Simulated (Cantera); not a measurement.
Ignition delay

Mixture: 4.66 % CH₄, 17.6 % O₂, 66.1 % N₂, 11.6 % H₂O, equivalence ratio 0.53, at 15.0 bar, adiabatic and at constant pressure. Ignition delay is the time to a rise of 400 K.

Detailed kinetics in Cantera: GRI-Mech 3.0 (53 species, 325 reactions). The pressure lies above the range GRI-Mech 3.0 was tuned for (to about 10 atm).

| T0 (K) | delay (ms) |
|---|---|
| 1250 | 1.46 |
| 1350 | 0.504 |
| 1450 | 0.193 |
| 1550 | 0.0792 |
| 1650 | 0.0345 |
| 1750 | 0.0160 |
| 1850 | 0.00807 |
| 1950 | 0.00441 |
| 2050 | 0.00262 |
| 2150 | 0.00170 |

The apparent activation energy between 1950 and 2150 K is 170 kJ/mol.
